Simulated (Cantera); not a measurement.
Charge: 1 mol C₂F₆, 0.094 mol CH₄, equilibrated at 13.0 Pa.

Cantera equilibrium calculation (NASA polynomials, part measured and part estimated; ideal gas, pure solids and liquids). Candidate condensed phases: C, C₆H₆, C₇H₈, C₈H₁₈; 95 gas species. The feed counts by its element totals alone. Gases not in the tables: C₂F₆ and larger saturated fluorocarbons. The numbers say what is thermodynamically allowed, not how fast it happens.

Problem. What share of the C ends up in condensed phases as a function of T (°C), at 825, 925, 1025, 1125, 1225, 1325, 1425, 1525, 1625, 1725, 1825, 1925?

Solution. 
```json
[
 {"T (°C)": "825", "C condensed (%)": "32.9", "as": "C(graphite)"},
 {"T (°C)": "925", "C condensed (%)": "32.9", "as": "C(graphite)"},
 {"T (°C)": "1025", "C condensed (%)": "32.9", "as": "C(graphite)"},
 {"T (°C)": "1125", "C condensed (%)": "32.8", "as": "C(graphite)"},
 {"T (°C)": "1225", "C condensed (%)": "32.7", "as": "C(graphite)"},
 {"T (°C)": "1325", "C condensed (%)": "32.4", "as": "C(graphite)"},
 {"T (°C)": "1425", "C condensed (%)": "31.5", "as": "C(graphite)"},
 {"T (°C)": "1525", "C condensed (%)": "29.4", "as": "C(graphite)"},
 {"T (°C)": "1625", "C condensed (%)": "25.8", "as": "C(graphite)"},
 {"T (°C)": "1725", "C condensed (%)": "28.5", "as": "C(graphite)"},
 {"T (°C)": "1825", "C condensed (%)": "48.9", "as": "C(graphite)"},
 {"T (°C)": "1925", "C condensed (%)": "69.7", "as": "C(graphite)"}
]
```
